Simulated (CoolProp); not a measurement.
Vapour-liquid equilibrium of hydrogen sulfide (1) + isobutane (2) at 280.5 K; x and y are mole fractions of (1).

Computed with CoolProp (multi-fluid Helmholtz-energy mixture model, Lemmon 2006 and Bücker 2006; pair parameters Kunz 2012).

Question: Give the bubble pressure and the first vapour's composition at x = 0.05, 0.2, 0.65. Is there an azeotrope?

Answer: x = 0.05: 286.2 kPa, y = 0.311; x = 0.2: 531.3 kPa, y = 0.664; x = 0.65: 1006 kPa, y = 0.887. No azeotrope shows between x = 0.05 and 0.95.

Pair parameters are fitted to limited data, so mixtures are less certain than the pure fluids.
